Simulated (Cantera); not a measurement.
What does this Cantera script print?

```python
import numpy as np
import cantera as ct

gas_names = """
    C CH CH2 CH3 CH2OH CH3O CH4 CH3OH CO CO2 COOH C2 C2H CHCO,ketyl C2H2,acetylene C2H2,vinylidene
    CH2CO,ketene C2H3,vinyl CH3CO,acetyl C2H4 C2H4O,ethylen CH3CHO,ethanal CH3COOH (HCOOH)2 C2H5 C2H6
    CH3OCH3 C2H5OH C2O C3 C3H3,propargyl C3H4,allene C3H4,propyne C3H4,cyclo- C3H5,allyl C3H6,propylene
    C3H6,cyclo- C3H6O C3H7,n-propyl C3H7,i-propyl C3H8 C3H8O,1propanol C3H8O,2propanol C3O2 C4 C4H2
    C4H4,1,3-cyclo- C4H6,butadiene C4H6,2-butyne C4H6,cyclo- C4H8,1-butene C4H8,cis2-buten
    C4H8,tr2-butene C4H8,isobutene C4H8,cyclo- (CH3COOH)2 C4H9,n-butyl C4H9,i-butyl C4H9,s-butyl
    C4H9,t-butyl C4H10,isobutane C4H10,n-butane C5 C5H6,1,3cyclo- C5H8,cyclo- C5H10,1-pentene
    C5H10,cyclo- C5H11,pentyl C5H11,t-pentyl C5H12,n-pentane C5H12,i-pentane CH3C(CH3)2CH3 C6H2
    C6H5,phenyl C6H5O,phenoxy C6H6 C6H5OH,phenol C6H10,cyclo- C6H12,1-hexene C6H12,cyclo- C6H13,n-hexyl
    C7H7,benzyl C7H8 C7H8O,cresol C7H14,1-heptene C7H15,n-heptyl C7H16,n-heptane C8H8,styrene
    C8H10,ethylbenz C8H16,1-octene C8H17,n-octyl C8H18,isooctane C8H18,n-octane C9H19,n-nonyl
    C10H8,naphthale C10H21,n-decyl C12H9,o-bipheny C12H10,bipheny Fe FeC5O5 FeO Fe(OH)2 H HCO HO2 H2
    HCHO,formaldehy HCOOH H2O H2O2 O OH O2 O3
""".split()
cond_names = """
    C(gr) C6H6(L) C7H8(L) C8H18(L),n-octa Fe(a) Fe(c) Fe(d) Fe(L) FeC5O5(L) FeO(s) FeO(L) Fe(OH)2(s)
    Fe(OH)3(s) Fe2O3(s) Fe3O4(s) H2O(s) H2O(L)
""".split()


def load(file, names, dense=False):
    # The tables refer to 1 bar. Condensed volumes are neglected.
    table = {s.name: s for s in ct.Species.list_from_file(file)}
    out = []
    for n in names:
        d = dict(table[n].input_data)
        d["thermo"] = dict(d["thermo"], **{"reference-pressure": 1e5})
        if dense:
            d["equation-of-state"] = {"model": "constant-volume", "density": "1e6 g/cm^3"}
        out.append(ct.Species.from_dict(d))
    return out


gas = ct.Solution(thermo="ideal-gas", species=load("nasa_gas.yaml", gas_names))
cond = {s.name: ct.Solution(thermo="fixed-stoichiometry", species=[s], name=s.name)
        for s in load("nasa_condensed.yaml", cond_names, dense=True)}
atoms = {
    'Fe2O3': {'Fe': 2, 'O': 3},
    'C': {'C': 1},
    'H2': {'H': 2},
}
top_T = {'C(gr)': 4500, 'Fe2O3(s)': 1830, 'Fe3O4(s)': 1870}  # K; cautious upper limits of use, not melting points


def equilibrate(T, P, feed):
    n = {}
    for name, mol in feed.items():
        for a, k in atoms[name].items():
            n[a] = n.get(a, 0.0) + k * mol
    gas.TPX = T, P, n
    mass = sum(n.values()) * gas.mean_molecular_weight
    gas.equilibrate("TP")
    valid = [c for c in cond.values() if c.min_temp <= T <= top_T.get(c.name, c.max_temp)]
    mix = ct.Mixture([(gas, mass / gas.mean_molecular_weight)] + [(c, 0.0) for c in valid])
    mix.T, mix.P = T, P
    mix.equilibrate("TP", solver="vcs", rtol=1e-11, max_steps=5000)
    return mix


results = []
feed = {'Fe2O3': 1, 'C': 3.4, 'H2': 0.11}  # mol
P = 101325  # Pa
for T in [1823, 1898, 1973, 2048, 2123, 2198, 2273, 2348, 2423, 2498]:
    mix = equilibrate(T, P, feed)
    results.append((T, P, feed, dict(zip(mix.species_names, mix.species_moles))))
    x = sorted(zip(gas.X, gas.species_names), reverse=True)
    print(f"T = {T:g} K  P = {P:g} Pa  gas = {mix.phase_moles(0):.4g} mol")
    print("   x: " + "  ".join(f"{s} {v:.3e}" for v, s in x if v > 0.001))
    print("   condensed (mol): " + ("  ".join(f"{mix.phase(i).name} {mix.phase_moles(i):.4g}"
          for i in range(1, mix.n_phases) if mix.phase_moles(i) > 1e-12) or "none"))
```

Output:

```
T = 1823 K  P = 101325 Pa  gas = 3.11 mol
   x: CO 9.645e-01  H2 3.531e-02
   condensed (mol): C(gr) 0.4002  Fe(L) 2
T = 1898 K  P = 101325 Pa  gas = 3.11 mol
   x: CO 9.644e-01  H2 3.527e-02
   condensed (mol): C(gr) 0.4001  Fe(L) 2
T = 1973 K  P = 101325 Pa  gas = 3.111 mol
   x: CO 9.642e-01  H2 3.520e-02
   condensed (mol): C(gr) 0.4  Fe(L) 1.999
T = 2048 K  P = 101325 Pa  gas = 3.112 mol
   x: CO 9.638e-01  H2 3.509e-02
   condensed (mol): C(gr) 0.3998  Fe(L) 1.998
T = 2123 K  P = 101325 Pa  gas = 3.115 mol
   x: CO 9.630e-01  H2 3.492e-02  Fe 1.316e-03
   condensed (mol): C(gr) 0.3997  Fe(L) 1.996
T = 2198 K  P = 101325 Pa  gas = 3.12 mol
   x: CO 9.615e-01  H2 3.465e-02  Fe 2.689e-03  H 1.030e-03
   condensed (mol): C(gr) 0.3995  Fe(L) 1.992
T = 2273 K  P = 101325 Pa  gas = 3.129 mol
   x: CO 9.588e-01  H2 3.425e-02  Fe 5.227e-03  H 1.545e-03
   condensed (mol): C(gr) 0.3992  Fe(L) 1.984
T = 2348 K  P = 101325 Pa  gas = 3.144 mol
   x: CO 9.542e-01  H2 3.367e-02  Fe 9.710e-03  H 2.251e-03
   condensed (mol): C(gr) 0.3989  Fe(L) 1.969
T = 2423 K  P = 101325 Pa  gas = 3.17 mol
   x: CO 9.464e-01  H2 3.285e-02  Fe 1.732e-02  H 3.192e-03
   condensed (mol): C(gr) 0.3984  Fe(L) 1.945
T = 2498 K  P = 101325 Pa  gas = 3.213 mol
   x: CO 9.338e-01  H2 3.169e-02  Fe 2.975e-02  H 4.407e-03
   condensed (mol): C(gr) 0.3978  Fe(L) 1.904
```

Method: chemical equilibrium by Gibbs-energy minimisation in Cantera with the NASA 1993 tables (ideal gas, pure condensed phases). Iron dissolves carbon and melts from about 1420 K in contact with it, which pure phases cannot show. Condensed phases not in the tables: cementite and carbon dissolved in iron.
